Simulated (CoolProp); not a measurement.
Vapour-liquid equilibrium of propylene (1) + R114 (2) at 1.19 MPa; x and y are mole fractions of (1).

Model: multi-fluid Helmholtz-energy mixture model, Lemmon 2013 and Platzer 1990; pair parameters Bell 2016, in CoolProp. This equation is an older, rougher fit; its heat capacities, sound speeds and derivatives of the liquid may be far off and weren't checked against measurements.

```tsv
x	bubble temperature (°C)	y at the bubble point	dew temperature at overall composition x (°C)	liquid density (mol/L)
0.05	85.0	0.138	89.1	7.333
0.15	73.2	0.368	84.4	7.809
0.25	63.0	0.538	79.5	8.270
0.35	54.7	0.658	74.2	8.713
0.45	(withheld)	0.743	68.5	(withheld)
0.55	42.6	(withheld)	62.2	9.583
0.65	38.2	(withheld)	55.3	10.04
0.75	34.4	(withheld)	47.5	10.52
0.85	(withheld)	0.939	38.8	11.05
0.95	27.8	0.979	30.1	11.65
```

Q: Some entries are withheld; supply them.

A: 
- 0.45, bubble temperature (°C): 48.0
- 0.45, liquid density (mol/L): 9.147
- 0.55, y at the bubble point: 0.807
- 0.65, y at the bubble point: 0.857
- 0.75, y at the bubble point: 0.900
- 0.85, bubble temperature (°C): 30.9

No azeotrope shows between x = 0.05 and 0.95.

Pair parameters are fitted to limited data, so mixtures are less certain than the pure fluids.
